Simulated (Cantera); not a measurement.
An adiabatic, constant-pressure homogeneous reactor starts with CH4 : CO : O2 : N2 = 1 : 0.12 : 2.06 : 7.75 (molar parts), at 1600 K and 17.0 bar. Integrator tolerance rtol = 1e-08.

Computed with Cantera and GRI-Mech 3.0 (53 species, 325 reactions). The pressure lies above the range GRI-Mech 3.0 was tuned for (to about 10 atm).

What does this change do: initial temperature 1600 to 1775 K?


| quantity | before | after |
|---|---|---|
| time of steepest temperature rise | 50.8 µs | 13.0 µs |
| temperature at 0.100 s | 2971 K | 3050 K |
| equilibrium temperature | 2971 K | 3050 K |
| x(CH4) at 0.100 s | <1e-12 (gas-phase equilibrium <1e-12) | <1e-12 (gas-phase equilibrium <1e-12) |
| x(CO) at 0.100 s | 0.0373 (gas-phase equilibrium 0.0373) | 0.0425 (gas-phase equilibrium 0.0425) |
| x(O2) at 0.100 s | 0.0148 (gas-phase equilibrium 0.0148) | 0.0166 (gas-phase equilibrium 0.0166) |
| x(C2H4) at 0.100 s | <1e-12 (gas-phase equilibrium <1e-12) | <1e-12 (gas-phase equilibrium <1e-12) |
| x(NO) at 0.100 s | 0.0114 (gas-phase equilibrium 0.0114) | 0.0133 (gas-phase equilibrium 0.0133) |
Above 3000 K some thermodynamic fits are extrapolated.

What does this change do: 0.093 parts H2 added?


```csv
quantity,before,after
time of steepest temperature rise,50.8 µs,36.8 µs
temperature at 0.100 s,2971 K,2981 K
equilibrium temperature,2971 K,2981 K
x(CH4) at 0.100 s,<1e-12 (gas-phase equilibrium <1e-12),<1e-12 (gas-phase equilibrium <1e-12)
x(CO) at 0.100 s,0.0373 (gas-phase equilibrium 0.0373),0.0394 (gas-phase equilibrium 0.0394)
x(O2) at 0.100 s,0.0148 (gas-phase equilibrium 0.0148),0.0130 (gas-phase equilibrium 0.0130)
x(C2H4) at 0.100 s,<1e-12 (gas-phase equilibrium <1e-12),<1e-12 (gas-phase equilibrium <1e-12)
x(NO) at 0.100 s,0.0114 (gas-phase equilibrium 0.0114),0.0108 (gas-phase equilibrium 0.0108)
```
